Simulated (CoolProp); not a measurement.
A simple Rankine cycle with R141b: condensing at 328.15 K, boiler at 2.06 MPa, turbine inlet 436.1 K, turbine efficiency 0.65, pump efficiency 0.8, no recuperator. Each further row changes one setting.

Computed with CoolProp (reference Helmholtz-energy equation of state, Lemmon 2006). It is a short technical equation, of lower accuracy than the large ones.

| case | thermal efficiency (%) | net work (kJ/kg) | heat in (kJ/kg) | turbine exit temperature (K) | volume ratio over the turbine |
|---|---|---|---|---|---|
| as stated | 11.9 | 32.9 | 278 | 366.5 | 11.0 |
| turbine inlet 456.1 K | 12.0 | 36.1 | 302 | 390.1 | 10.4 |
| condensing temperature 320.15 K | 12.7 | 36.6 | 287 | 361.3 | 13.9 |
| boiler pressure 1.44 MPa | 10.5 | 30.5 | 290 | 383.6 | 6.99 |
| turbine efficiency 0.55 | 9.9 | 27.5 | 278 | 372.6 | 11.2 |
